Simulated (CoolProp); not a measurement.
Vapour pressure (kPa) of R365MFC: the reference equation beside estimates from Tc = 460.0 K, pc = 3266 kPa, ω = 0.377. Clausius-Clapeyron is anchored at 349.9 K with a constant enthalpy of vaporisation of 24.98 kJ/mol.

Computed with CoolProp (reference Helmholtz-energy equation of state, Lemmon 2016).

```json
[
 {"T (K)": "345.4", "reference": "283.3", "Clausius-Clapeyron": "287.7", "Soave-Redlich-Kwong": "286.2"},
 {"T (K)": "349.9", "reference": "321.7", "Clausius-Clapeyron": "321.7", "Soave-Redlich-Kwong": "325.6"},
 {"T (K)": "354.4", "reference": "363.9", "Clausius-Clapeyron": "358.8", "Soave-Redlich-Kwong": "369.0"},
 {"T (K)": "358.8", "reference": "409.2", "Clausius-Clapeyron": "[?]", "Soave-Redlich-Kwong": "415.6"},
 {"T (K)": "363.3", "reference": "459.8", "Clausius-Clapeyron": "441.6", "Soave-Redlich-Kwong": "467.7"},
 {"T (K)": "367.8", "reference": "515.0", "Clausius-Clapeyron": "488.6", "Soave-Redlich-Kwong": "[?]"},
 {"T (K)": "372.2", "reference": "573.7", "Clausius-Clapeyron": "[?]", "Soave-Redlich-Kwong": "585.4"},
 {"T (K)": "376.7", "reference": "[?]", "Clausius-Clapeyron": "592.7", "Soave-Redlich-Kwong": "652.8"},
 {"T (K)": "381.2", "reference": "709.6", "Clausius-Clapeyron": "651.2", "Soave-Redlich-Kwong": "725.9"},
 {"T (K)": "385.6", "reference": "784.2", "Clausius-Clapeyron": "712.5", "Soave-Redlich-Kwong": "803.1"}
]
```

Problem. Complete the blanks.

Solution. 
- 358.8, Clausius-Clapeyron: 398.1
- 367.8, Soave-Redlich-Kwong: 524.7
- 372.2, Clausius-Clapeyron: 538.2
- 376.7, reference: 638.9

Absolute difference from the reference over all 10 rows, mean and median: Clausius-Clapeyron 4.6 and 4.5 %, Soave-Redlich-Kwong 1.8 and 1.8 %.
